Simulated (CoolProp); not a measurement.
Properties of sulfur dioxide along the isobar 1.01 bar.

The numbers come from the reference Helmholtz-energy equation of state, Gao 2016 in CoolProp.

```csv
T (°C),phase,density (kg/m³),cp (kJ/(kg K)),speed of sound (m/s),expansivity (1/kK)
90.15,gas,2.160,0.6695,241.1,2.833
107.85,gas,2.057,0.6769,246.7,2.688
125.45,gas,1.964,0.6847,252.0,2.560
143.15,gas,1.879,0.6926,257.3,2.445
160.85,gas,1.801,0.7006,262.4,2.339
178.55,gas,1.729,0.7085,267.5,2.243
196.15,gas,1.664,0.7163,272.4,2.156
213.85,gas,1.603,0.7239,277.2,2.075
231.55,gas,1.546,0.7313,281.9,2.000
249.25,gas,1.493,0.7384,286.5,1.930
```
